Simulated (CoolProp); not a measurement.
Sulfur hexafluoride along the isotherm 336.8 K: Z from the reference equation and from simpler models built on Tc = 318.7 K, pc = 3.755 MPa, ω = 0.210; each cubic takes its own stable root.

Values from CoolProp's reference Helmholtz-energy equation of state, Guder 2009.

```tsv
p (MPa)	phase	reference
1.44	gas	0.8848
2.89	gas	0.7436
4.33	supercritical	0.5481
5.78	supercritical	0.3366
7.22	supercritical	0.3451
8.67	supercritical	0.3828
10.1	supercritical	0.4249
11.6	supercritical	0.4705
13	supercritical	0.5133
14.4	supercritical	0.5562
15.9	supercritical	0.6019
17.3	supercritical	0.6444
18.8	supercritical	0.6896
```

**Question.** How far does each simpler model (Redlich-Kwong, Soave-Redlich-Kwong, Peng-Robinson) lie from the reference over these 13 states: mean and median of the absolute difference, and the worst?

**Answer.** 
- Redlich-Kwong: mean 4.9 %, median 4.6 %, worst +9.6 % at 336.8 K and 7.22 MPa
- Soave-Redlich-Kwong: mean 6.6 %, median 6.1 %, worst +14.9 % at 336.8 K and 5.78 MPa
- Peng-Robinson: mean 3.7 %, median 3.8 %, worst +6.5 % at 336.8 K and 5.78 MPa
